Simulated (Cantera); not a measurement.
Charge: 1 mol SiH2Cl2, 0.87 mol HCl, 1800 mol H2, at 7.20 mbar.

Cantera equilibrium calculation (NASA polynomials, part measured and part estimated; ideal gas, pure solids and liquids). Candidate condensed phases: Si; 19 gas species. Gases not in the tables: Si2H6 and higher silanes. Kinetics and transport are ignored.

Question: Which condensed phases are stable at each of these points (T (K)): 1048, 1198, 1348, 1498, 1648, 1798, 1948, 2098?

Answer: 
```json
[
 {"T (K)": "1048", "condensed phases": "Si(s)", "Si condensed (%)": "99.0"},
 {"T (K)": "1198", "condensed phases": "Si(s)", "Si condensed (%)": "98.9"},
 {"T (K)": "1348", "condensed phases": "Si(s)", "Si condensed (%)": "98.7"},
 {"T (K)": "1498", "condensed phases": "Si(s)", "Si condensed (%)": "98.0"},
 {"T (K)": "1648", "condensed phases": "Si(s)", "Si condensed (%)": "89.2"},
 {"T (K)": "1798", "condensed phases": "Si(l)", "Si condensed (%)": "6.2"},
 {"T (K)": "1948", "condensed phases": "gas only", "Si condensed (%)": "0.0"},
 {"T (K)": "2098", "condensed phases": "gas only", "Si condensed (%)": "0.0"}
]
```

From 1048 K to 1648 K the condensed part is Si(s). At 1798 K the condensed part is Si(l). From 1948 K to 2098 K nothing is condensed.
